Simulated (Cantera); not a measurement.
# Ti(NMe₂)₄ + O₂ + H₂ (titanium nitride, carbide and oxide coatings)

Feed: 1 mol Ti(NMe₂)₄, 0.22 mol O₂, 6.1 mol H₂, at 13.3 mbar.

Equilibrium computed with Cantera from the NASA thermochemical tables; the gas is ideal and each condensed phase is pure. Candidate condensed phases: C, C₆H₆, C₇H₈, C₈H₁₈, H₂O, Ti, TiC, TiN, TiO, TiO₂, Ti₂O₃, Ti₃O₅, Ti₄O₇; 139 gas species. The feed counts by its element totals alone. TiC: taken at fixed stoichiometry. Equilibrium is a limit: real reactors are often held back by kinetics, nucleation or transport.

From 1327 °C to 1827 °C the condensed part is C(graphite) + TiC(s).

```tsv
T (°C)	x H₂	x N₂	x H	x CO	x HCN	x C₂H₂ (acetylene)	n C(graphite)	n TiC(s)
1327	0.880	0.0970	0.000442	0.0214	0.000598	2.42e-5	6.55	1.00
1377	0.880	0.0969	0.000738	0.0214	0.000807	4.01e-5	6.54	1.00
1427	0.879	0.0968	0.00120	0.0214	0.00107	6.46e-5	6.53	1.00
1477	0.879	0.0966	0.00189	0.0214	0.00139	0.000101	6.53	1.00
1527	0.877	0.0963	0.00290	0.0214	0.00178	0.000154	6.52	1.00
1577	0.876	0.0960	0.00437	0.0214	0.00226	0.000229	6.50	1.00
1627	0.873	0.0956	0.00642	0.0214	0.00281	0.000333	6.49	1.00
1677	0.870	0.0951	0.00926	0.0213	0.00347	0.000476	6.46	1.00
1727	0.866	0.0945	0.0131	0.0213	0.00422	0.000665	6.44	1.000
1777	0.860	0.0938	0.0182	0.0212	0.00508	0.000914	6.41	1.000
1827	0.853	0.0929	0.0249	0.0212	0.00604	0.00123	6.37	1.000
```
x: gas mole fraction; n: condensed amount in mol.
